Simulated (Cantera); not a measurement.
An isothermal, constant-pressure homogeneous reactor starts with 15.1 % H2, 11.6 % O2, 73.3 % N2, equivalence ratio 0.65, at 998 K and 13300 Pa.

Detailed kinetics in Cantera: GRI-Mech 3.0 (53 species, 325 reactions). Radical loss at walls, strong at low pressure, is not modelled. The temperature is held fixed by assumption; the heat of reaction is taken as removed at once.

x: mole fraction; the columns are a selection and need not sum to one.

| t (s) | x H2 | x O2 | x NO2 | x O | x N2O | x H2O2 |
|---|---|---|---|---|---|---|
| 1.00e-6 | 0.151 | 0.116 | <1e-12 | <1e-12 | <1e-12 | <1e-12 |
| 5.09e-6 | 0.151 | 0.116 | <1e-12 | <1e-12 | <1e-12 | <1e-12 |
| 2.60e-5 | 0.151 | 0.116 | <1e-12 | 3.30e-12 | <1e-12 | <1e-12 |
| 0.000132 | 0.151 | 0.116 | <1e-12 | 5.73e-11 | <1e-12 | <1e-12 |
| 0.000674 | 0.151 | 0.116 | <1e-12 | 5.58e-8 | <1e-12 | 6.64e-11 |
| 0.00343 | 0.00467 | 0.0464 | 1.88e-10 | 0.000942 | 8.91e-9 | 1.17e-6 |
| 0.0175 | (withheld) | 0.0441 | (withheld) | (withheld) | 1.33e-8 | (withheld) |
| 0.0891 | 9.90e-6 | 0.0440 | 6.72e-8 | 8.67e-7 | 1.42e-8 | 1.26e-7 |
| 0.454 | 2.41e-7 | 0.0440 | 5.39e-8 | 6.29e-8 | 1.44e-8 | 1.77e-8 |
| 2.31 | (withheld) | 0.0440 | (withheld) | (withheld) | 1.45e-8 | (withheld) |
| 11.8 | 2.27e-9 | 0.0440 | 8.13e-9 | 1.47e-9 | 1.45e-8 | 5.49e-10 |
| 60.0 | 4.53e-10 | 0.0440 | 6.92e-9 | 2.94e-10 | 1.41e-8 | 1.15e-10 |

### Question
Complete the blanks.

### Answer

- 0.0175, x H2: 0.000201
- 0.0175, x NO2: 1.72e-8
- 0.0175, x O: 1.75e-5
- 0.0175, x H2O2: 6.05e-7
- 2.31, x H2: 1.47e-8
- 2.31, x NO2: 2.07e-8
- 2.31, x O: 8.33e-9
- 2.31, x H2O2: 2.87e-9
